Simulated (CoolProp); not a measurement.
Hexamethyldisiloxane (MM) along the isobar 2.7 MPa: fugacity coefficient from the reference equation and from simpler models built on Tc = 518.7 K, pc = 1.931 MPa, ω = 0.418; each cubic takes its own stable root.

The numbers come from the reference Helmholtz-energy equation of state, Thol 2016 in CoolProp.

| T (K) | phase | reference |
|---|---|---|
| 442.1 | liquid | 0.1886 |
| 464.4 | liquid | 0.2661 |
| 486.6 | liquid | 0.3559 |
| 508.8 | liquid | 0.4545 |
| 531.1 | supercritical | 0.5551 |
| 553.3 | supercritical | 0.6349 |
| 575.5 | supercritical | 0.6893 |
| 597.8 | supercritical | 0.7326 |
| 620 | supercritical | 0.7686 |

Q: How far does each simpler model (van der Waals, Redlich-Kwong, Soave-Redlich-Kwong, Peng-Robinson) lie from the reference over these 9 states: mean and median of the absolute difference, and the worst?

A: 
- van der Waals: mean 21.9 %, median 5.1 %, worst +84.6 % at 442.1 K and 2.7 MPa
- Redlich-Kwong: mean 10.4 %, median 3.4 %, worst +36.7 % at 442.1 K and 2.7 MPa
- Soave-Redlich-Kwong: mean 3.6 %, median 3.4 %, worst +4.8 % at 486.6 K and 2.7 MPa
- Peng-Robinson: mean 0.9 %, median 1.0 %, worst -1.7 % at 553.3 K and 2.7 MPa
